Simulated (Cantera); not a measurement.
A freely propagating, adiabatic, planar premixed flame of 9.33 % CO, 10.3 % H2, 14.6 % O2, 65.8 % N2, equivalence ratio 0.67, unburnt at 475 K and 240 Torr; mixture-averaged transport, grid criteria slope 0.08 and curve 0.16, no radiation.

Computed with Cantera and GRI-Mech 3.0 (53 species, 325 reactions). Burning velocities carry a grid error of a few per cent, more on coarse grids.

x: mole fraction of selected species; z is measured from the peak of heat release.

```tsv
z (mm)	T (K)	u (m/s)	x CO	x H2	x O2	x OH	x H2O2	x O
-7.07	475	1.42	0.0933	0.103	0.146	<1e-8	<1e-8	<1e-8
-4.71	475	1.42	0.0933	0.103	0.146	<1e-8	<1e-8	<1e-8
-3.53	475	1.42	0.0933	0.102	0.146	<1e-8	<1e-8	<1e-8
-2.36	475	1.42	0.0934	0.102	0.147	<1e-8	2.13e-8	<1e-8
-1.18	488	1.44	0.0939	0.0941	0.147	(withheld)	(withheld)	(withheld)
-0.589	663	1.93	0.0911	0.0729	0.143	0.000274	1.54e-5	8.91e-5
0	1027	2.94	0.0779	0.0349	0.118	0.00116	2.00e-6	0.00274
0.589	1298	3.67	0.0548	0.0105	0.0860	0.00335	1.43e-6	0.00851
1.18	(withheld)	4.05	(withheld)	0.00664	(withheld)	(withheld)	(withheld)	(withheld)
2.36	1595	4.42	0.0221	0.00617	0.0646	0.00627	4.38e-7	0.00926
4.71	1726	4.74	0.0158	0.00485	0.0608	0.00672	2.16e-7	0.00665
9.42	1827	4.98	0.0115	0.00318	0.0585	0.00617	1.16e-7	0.00406
18.8	1900	5.15	0.00729	0.00185	0.0566	0.00509	6.88e-8	0.00224
```

Task: Complete the blanks.

Result: 
- -1.18, x OH: 3.59e-6
- -1.18, x H2O2: 7.41e-6
- -1.18, x O: 1.22e-6
- 1.18, T (K): 1445
- 1.18, x CO: 0.0370
- 1.18, x O2: 0.0726
- 1.18, x OH: 0.00483
- 1.18, x H2O2: 8.68e-7
- 1.18, x O: 0.0102
